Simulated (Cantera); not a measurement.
Input: 1 mol Si₃N₄, 1.7 mol H₂O, 88 mol N₂, at 21.0 Pa.

These are equilibrium values from Cantera (NASA tables, ideal gas, pure condensed phases), not measurements of a reactor. Candidate condensed phases: H₂O, Si, SiO₂, Si₂N₂O, Si₃N₄; 35 gas species. Mutual solubility and eutectic melting of coexisting phases are not modelled. The tables hold silica as quartz up to 1696 K and as liquid above; real silica turns to tridymite and cristobalite and melts near 1996 K. Rates play no part.

Question: Which condensed phases are stable at each of these points (T (K)): 925, 1000, 1075, 1150, 1225, 1300, 1375, 1450, 1525, 1600, 1675, 1750, 1825, 1900?

Answer: 
| T (K) | condensed phases | Si condensed (%) |
|---|---|---|
| 925 | SiO₂(β-quartz) + Si₂N₂O(s) | 100.0 |
| 1000 | SiO₂(β-quartz) + Si₂N₂O(s) | 100.0 |
| 1075 | SiO₂(β-quartz) + Si₂N₂O(s) | 100.0 |
| 1150 | SiO₂(β-quartz) + Si₂N₂O(s) | 100.0 |
| 1225 | SiO₂(β-quartz) + Si₂N₂O(s) | 99.9 |
| 1300 | SiO₂(β-quartz) + Si₂N₂O(s) | 98.9 |
| 1375 | Si₂N₂O(s) | 86.7 |
| 1450 | Si₂N₂O(s) | 86.7 |
| 1525 | Si₂N₂O(s) + Si₃N₄(s) | 83.5 |
| 1600 | Si(s) | 41.8 |
| 1675 | Si(s) | 36.5 |
| 1750 | Si(l) | 19.8 |
| 1825 | gas only | 0.0 |
| 1900 | gas only | 0.0 |

From 925 K to 1300 K the condensed part is SiO₂(β-quartz) + Si₂N₂O(s). From 1375 K to 1450 K the condensed part is Si₂N₂O(s). At 1525 K the condensed part is Si₂N₂O(s) + Si₃N₄(s). From 1600 K to 1675 K the condensed part is Si(s). At 1750 K the condensed part is Si(l). From 1825 K to 1900 K nothing is condensed.
